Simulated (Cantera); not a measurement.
Feed: 1 mol Al, 1.3 mol HCl, 13 mol N2, equilibrated at 1098 K and 13300 Pa.

Method: chemical equilibrium by Gibbs-energy minimisation in Cantera with the NASA 1993 tables (ideal gas, pure condensed phases). Candidate condensed phases: Al, AlCl3, AlN, NH4Cl; 20 gas species. Rates play no part.

Base state: N2 0.918, H2 0.0355, AlCl3 0.0237, HCl 0.0231 (mole fractions); condensed: AlN(s).

**Question.** What changes in the equilibrium state with this change: HCl from 1.3 to 0.72 mol?

**Answer.** 
| species | before | after |
|---|---|---|
| N2 | 0.918 | 0.952 |
| H2 | 0.0355 | 0.0200 |
| HCl | 0.0231 | 0.0144 |
| AlCl3 | 0.0237 | 0.0133 |
| AlN(s), mol | 0.673 | 0.824 |
